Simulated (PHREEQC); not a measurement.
Consider water at 25 °C with 0.023 mol ZnCl2, 0.0013 mol NaCl and 0.0047 mol MnSO4 per kg of water. Closed to the air; pH follows from the charge balance.

Equilibrium calculation in PHREEQC: ion-association model, wateq4f.dat.

**Question.** The ionic strength comes out as 0.0772 mol/kgw. What activity coefficients do Zn+2, MnCl+, Mn+2, NaSO4-, Zn(SO4)2-2 get?

**Answer.** Zn+2 0.43, MnCl+ 0.80, Mn+2 0.43, NaSO4- 0.80, Zn(SO4)2-2 0.40.

This is a speciation only: nothing precipitates in the calculation.
